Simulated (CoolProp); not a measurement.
Aqueous lithium chloride as a coolant, 20 % by mass, freezing at -43.9 °C, 1 atm.

Values from CoolProp's Melinder's fits for secondary coolants.

```json
[
 {"T (°C)": "-37.7", "cp (kJ/(kg K))": "2.913", "conductivity (W/(m K))": "0.473", "viscosity (mPa s)": "19.3", "Prandtl number": "119"},
 {"T (°C)": "-29.1", "cp (kJ/(kg K))": "(withheld)", "conductivity (W/(m K))": "0.484", "viscosity (mPa s)": "11.8", "Prandtl number": "(withheld)"},
 {"T (°C)": "-20.6", "cp (kJ/(kg K))": "3.014", "conductivity (W/(m K))": "0.496", "viscosity (mPa s)": "(withheld)", "Prandtl number": "(withheld)"},
 {"T (°C)": "-12.1", "cp (kJ/(kg K))": "3.065", "conductivity (W/(m K))": "0.508", "viscosity (mPa s)": "5.46", "Prandtl number": "32.9"},
 {"T (°C)": "-3.5", "cp (kJ/(kg K))": "3.117", "conductivity (W/(m K))": "0.520", "viscosity (mPa s)": "4.00", "Prandtl number": "24.0"},
 {"T (°C)": "5", "cp (kJ/(kg K))": "(withheld)", "conductivity (W/(m K))": "0.532", "viscosity (mPa s)": "3.08", "Prandtl number": "18.3"},
 {"T (°C)": "13.5", "cp (kJ/(kg K))": "3.218", "conductivity (W/(m K))": "0.543", "viscosity (mPa s)": "2.46", "Prandtl number": "14.6"},
 {"T (°C)": "22", "cp (kJ/(kg K))": "3.269", "conductivity (W/(m K))": "0.555", "viscosity (mPa s)": "2.02", "Prandtl number": "11.9"},
 {"T (°C)": "30.6", "cp (kJ/(kg K))": "(withheld)", "conductivity (W/(m K))": "0.567", "viscosity (mPa s)": "1.70", "Prandtl number": "9.95"}
]
```

Task: Complete the blanks.

Result: 
- -29.1, cp (kJ/(kg K)): 2.964
- -29.1, Prandtl number: 72.5
- -20.6, viscosity (mPa s): 7.81
- -20.6, Prandtl number: 47.4
- 5, cp (kJ/(kg K)): 3.168
- 30.6, cp (kJ/(kg K)): 3.320
